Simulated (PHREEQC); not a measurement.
KOH is added in steps, without added water, to 1 kg of water holding 0.0037 mol/kgw HCl and 3.6e-05 mol/kgw Al2(SO4)3, at 35 °C. Oxygen is held at 0.21 atm. The system is closed to CO2. Precipitation was switched off in this run.

Base run: PHREEQC, ion-association model, phreeqc.dat. Each further column changes one thing. The table gives Al(OH)2+ (mol/kgw).

```json
[
 {"KOH added (mol)": "0", "base": "1.08e-9", "all activity coefficients set to 1": "1.44e-9", "Davies equation for every ion": "1.04e-9", "Debye-Hückel limiting law": "1.01e-9", "metal-ligand complexes left out": "1.21e-9"},
 {"KOH added (mol)": "0.00097", "base": "1.97e-9", "all activity coefficients set to 1": "2.61e-9", "Davies equation for every ion": "1.90e-9", "Debye-Hückel limiting law": "1.84e-9", "metal-ligand complexes left out": "2.22e-9"},
 {"KOH added (mol)": "0.001698", "base": "3.64e-9", "all activity coefficients set to 1": "4.80e-9", "Davies equation for every ion": "3.51e-9", "Debye-Hückel limiting law": "3.41e-9", "metal-ligand complexes left out": "4.12e-9"},
 {"KOH added (mol)": "0.002668", "base": "1.35e-8", "all activity coefficients set to 1": "1.76e-8", "Davies equation for every ion": "1.30e-8", "Debye-Hückel limiting law": "1.26e-8", "metal-ligand complexes left out": "1.54e-8"},
 {"KOH added (mol)": "0.003638", "base": "2.04e-6", "all activity coefficients set to 1": "2.48e-6", "Davies equation for every ion": "2.00e-6", "Debye-Hückel limiting law": "1.96e-6", "metal-ligand complexes left out": "2.23e-6"},
 {"KOH added (mol)": "0.004365", "base": "3.95e-13", "all activity coefficients set to 1": "3.41e-13", "Davies equation for every ion": "3.95e-13", "Debye-Hückel limiting law": "4.00e-13", "metal-ligand complexes left out": "3.95e-13"},
 {"KOH added (mol)": "0.005335", "base": "3.14e-14", "all activity coefficients set to 1": "2.67e-14", "Davies equation for every ion": "3.14e-14", "Debye-Hückel limiting law": "3.19e-14", "metal-ligand complexes left out": "3.14e-14"},
 {"KOH added (mol)": "0.006063", "base": "1.34e-14", "all activity coefficients set to 1": "1.13e-14", "Davies equation for every ion": "1.33e-14", "Debye-Hückel limiting law": "1.36e-14", "metal-ligand complexes left out": "1.34e-14"},
 {"KOH added (mol)": "0.007032", "base": "0", "all activity coefficients set to 1": "0", "Davies equation for every ion": "0", "Debye-Hückel limiting law": "0", "metal-ligand complexes left out": "0"},
 {"KOH added (mol)": "0.008002", "base": "0", "all activity coefficients set to 1": "0", "Davies equation for every ion": "0", "Debye-Hückel limiting law": "0", "metal-ligand complexes left out": "0"},
 {"KOH added (mol)": "0.00873", "base": "0", "all activity coefficients set to 1": "0", "Davies equation for every ion": "0", "Debye-Hückel limiting law": "0", "metal-ligand complexes left out": "0"},
 {"KOH added (mol)": "0.0097", "base": "0", "all activity coefficients set to 1": "0", "Davies equation for every ion": "0", "Debye-Hückel limiting law": "0", "metal-ligand complexes left out": "0"}
]
```

In at least one series the solution becomes supersaturated in solids that the run did not let form, among them Al(OH)3(a).
